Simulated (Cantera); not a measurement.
# Equilibrium for boron, boron nitride and boron oxide: B₂H₆ + O₂ + H₂

A closed system holds: 1 mol B₂H₆, 3.6 mol O₂, a varied amount of H₂, held at 29.0 mbar.

These are equilibrium values from Cantera (NASA tables, ideal gas, pure condensed phases), not measurements of a reactor. Candidate condensed phases: B, B₂O₃, B₃O₃H₃, H₂O; 23 gas species. The feed counts by its element totals alone. Kinetics and transport are ignored.

Problem. Map the stable condensed phases over T = 1127, 1227, 1327, 1427, 1527, 1627, 1727, 1827, 1927 °C and n(H₂) in mol = 0.93, 1.5, 2.4, 3.8, 6, 9.6, 15, 24, 39, 62, 99, 160.

Solution. 
```
T in °C \ n(H₂) in mol
         0.93  1.5  2.4  3.8    6  9.6   15   24   39   62   99  160
   1927     A    A    A    A    A    A    A    A    A    A    A    A
   1827     A    A    A    A    A    A    A    A    A    A    A    A
   1727     A    A    A    A    A    A    A    A    A    A    A    A
   1627     A    A    A    A    A    A    A    A    A    A    A    A
   1527     A    A    A    A    A    A    A    A    A    A    A    A
   1427     A    A    A    A    A    A    A    A    A    A    A    A
   1327     B    B    B    B    B    A    A    A    A    A    A    A
   1227     B    B    B    B    B    B    B    B    B    A    A    A
   1127     B    B    B    B    B    B    B    B    B    B    B    B
```
A: gas only; B: B₂O₃.
